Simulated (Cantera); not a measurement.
Charge: 1 mol KCl, 22 mol H₂, at 825 K.

Method: chemical equilibrium by Gibbs-energy minimisation in Cantera with the NASA 1993 tables (ideal gas, pure condensed phases). Candidate condensed phases: K, KCl; 10 gas species. Rates play no part.

Question: At 5.20 Pa, list the 3 most abundant gas species with their mole fractions, and the condensed phases.

Answer: H₂ 0.986, KCl 0.0118, K₂Cl₂ 0.00245. Condensed: KCl(s).
